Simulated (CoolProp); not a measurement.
A Linde-Hampson liquefier for ethylene: isothermal reversible compression at 320 K from 1 atm to 40 MPa, throttling to 1 atm, return gas leaving the recuperator 10 K below the feed. Each further row changes one setting.

Values from CoolProp's reference Helmholtz-energy equation of state, Smukala 2000.

```tsv
case	liquid yield per pass	compression work (kJ/kg of gas)
as stated	0.414	468
as stated	0.414	468
high pressure 80 MPa	0.370	554
warm-end temperature 350 K	0.347	539
warm-end gap 15 K	0.407	468
high pressure 80 MPa	0.370	554
warm-end temperature 350 K	0.347	539
warm-end gap 15 K	0.407	468
```
